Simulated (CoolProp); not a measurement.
R227EA along the isotherm 422.3 K: density (kg/m³) from the reference equation and from simpler models built on Tc = 374.9 K, pc = 29.25 bar, ω = 0.358; each cubic takes its own stable root.

Values from CoolProp's reference Helmholtz-energy equation of state, Lemmon 2016.

```json
[
 {"p (bar)": "9.75", "phase": "gas", "reference": "51.16", "van der Waals": "51.23", "Redlich-Kwong": "51.52", "Soave-Redlich-Kwong": "51.06", "Peng-Robinson": "51.66"},
 {"p (bar)": "19.5", "phase": "gas", "reference": "112.4", "van der Waals": "113.6", "Redlich-Kwong": "114.5", "Soave-Redlich-Kwong": "111.8", "Peng-Robinson": "114.6"},
 {"p (bar)": "29.3", "phase": "supercritical", "reference": "189.7", "van der Waals": "197.1", "Redlich-Kwong": "196.7", "Soave-Redlich-Kwong": "187.2", "Peng-Robinson": "194.2"},
 {"p (bar)": "39", "phase": "supercritical", "reference": "291.1", "van der Waals": "327.8", "Redlich-Kwong": "311.3", "Soave-Redlich-Kwong": "282.0", "Peng-Robinson": "296.1"},
 {"p (bar)": "48.8", "phase": "supercritical", "reference": "429.9", "van der Waals": "503.2", "Redlich-Kwong": "(withheld)", "Soave-Redlich-Kwong": "400.1", "Peng-Robinson": "423.9"},
 {"p (bar)": "58.5", "phase": "supercritical", "reference": "(withheld)", "van der Waals": "594.7", "Redlich-Kwong": "(withheld)", "Soave-Redlich-Kwong": "518.6", "Peng-Robinson": "553.4"},
 {"p (bar)": "68.3", "phase": "supercritical", "reference": "(withheld)", "van der Waals": "648.2", "Redlich-Kwong": "695.6", "Soave-Redlich-Kwong": "615.0", "Peng-Robinson": "661.1"},
 {"p (bar)": "78", "phase": "supercritical", "reference": "789.3", "van der Waals": "685.6", "Redlich-Kwong": "760.0", "Soave-Redlich-Kwong": "687.5", "Peng-Robinson": "743.4"},
 {"p (bar)": "87.8", "phase": "supercritical", "reference": "849.0", "van der Waals": "(withheld)", "Redlich-Kwong": "810.3", "Soave-Redlich-Kwong": "745.0", "Peng-Robinson": "809.1"},
 {"p (bar)": "97.5", "phase": "supercritical", "reference": "894.1", "van der Waals": "(withheld)", "Redlich-Kwong": "(withheld)", "Soave-Redlich-Kwong": "791.4", "Peng-Robinson": "862.3"},
 {"p (bar)": "107", "phase": "supercritical", "reference": "929.6", "van der Waals": "758.3", "Redlich-Kwong": "885.0", "Soave-Redlich-Kwong": "829.8", "Peng-Robinson": "906.4"},
 {"p (bar)": "117", "phase": "supercritical", "reference": "960.8", "van der Waals": "776.3", "Redlich-Kwong": "915.9", "Soave-Redlich-Kwong": "864.7", "Peng-Robinson": "946.4"},
 {"p (bar)": "127", "phase": "supercritical", "reference": "987.3", "van der Waals": "792.2", "Redlich-Kwong": "943.2", "Soave-Redlich-Kwong": "895.3", "Peng-Robinson": "(withheld)"},
 {"p (bar)": "137", "phase": "supercritical", "reference": "1011", "van der Waals": "806.4", "Redlich-Kwong": "967.7", "Soave-Redlich-Kwong": "922.6", "Peng-Robinson": "1013"},
 {"p (bar)": "146", "phase": "supercritical", "reference": "1029", "van der Waals": "818.1", "Redlich-Kwong": "987.7", "Soave-Redlich-Kwong": "944.8", "Peng-Robinson": "1038"}
]
```

Q: Some entries are withheld; supply them.

A: 
- 48.8, Redlich-Kwong: 468.8
- 58.5, reference: 582.8
- 58.5, Redlich-Kwong: 604.3
- 68.3, reference: 706.2
- 87.8, van der Waals: 714.8
- 97.5, van der Waals: 738.5
- 97.5, Redlich-Kwong: 851.1
- 127, Peng-Robinson: 981.5
